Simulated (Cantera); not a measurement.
A Cantera script and what it prints.

```python
import numpy as np
import cantera as ct

gas_names = [...]  # 95 gases of nasa_gas.yaml made of C, F, H
cond_names = """
    C(gr) C6H6(L) C7H8(L) C8H18(L),n-octa
""".split()


# ... load() reads the species with a 1 bar reference pressure and builds the phases ...
atoms = {
    'CHF3': {'C': 1, 'H': 1, 'F': 3},
    'F2': {'F': 2},
}
top_T = {'C(gr)': 4500}  # K; cautious upper limits of use, not melting points


# ... equilibrate(T, P, feed) seeds the gas with the atoms and calls Mixture.equilibrate('TP', solver="vcs", rtol=1e-11, max_steps=5000) ...
results = []
feed = {'CHF3': 1, 'F2': 0.28}  # mol
P = 133.322  # Pa
for T in [1948, 1998, 2048, 2098, 2148, 2198, 2248, 2298, 2348]:
    mix = equilibrate(T, P, feed)
    results.append((T, P, feed, dict(zip(mix.species_names, mix.species_moles))))

top = {s: max(r[3][s] / sum(r[3][g] for g in gas_names) for r in results) for s in gas_names}
cols = sorted((s for s in top if top[s] > 0.001), key=lambda s: -top[s])[:8]
seen = [c for c in cond_names if any(r[3].get(c, 0) > 1e-12 for r in results)]
print("log10 of partial pressures in bar; condensed amounts in mol")
print(f"{'T/K':>10s}" + "".join(f"{s[:9]:>10s}" for s in cols + seen))
for T, P, feed, n in results:
    ng = sum(n[g] for g in gas_names)
    print(f"{T:10.4g}" + "".join(f"{np.log10(max(n[s] / ng * P / 1e5, 1e-99)):10.3f}" for s in cols)
          + "".join(f"{n.get(c, 0):10.4g}" for c in seen))
```

Result:

```
log10 of partial pressures in bar; condensed amounts in mol
       T/K        HF         F       CF4       CF2        CF       CF3     C(gr)
      1948    -3.138    -4.026    -3.433    -3.861    -6.474    -5.269    0.2955
      1998    -3.163    -3.835    -3.519    -3.720    -6.173    -5.182    0.2712
      2048    -3.196    -3.665    -3.648    -3.608    -5.898    -5.136    0.2472
      2098    -3.234    -3.519    -3.836    -3.535    -5.653    -5.140    0.2338
      2148    -3.273    -3.400    -4.095    -3.506    -5.439    -5.205     0.246
      2198    -3.307    -3.308    -4.429    -3.521    -5.257    -5.331    0.2932
      2248    -3.334    -3.239    -4.823    -3.574    -5.102    -5.508    0.3686
      2298    -3.354    -3.187    -5.257    -3.653    -4.969    -5.721    0.4562
      2348    -3.370    -3.148    -5.714    -3.749    -4.851    -5.956    0.5422
```

Cantera equilibrium calculation (NASA polynomials, part measured and part estimated; ideal gas, pure solids and liquids). Gases not in the tables: C2F6 and larger saturated fluorocarbons.
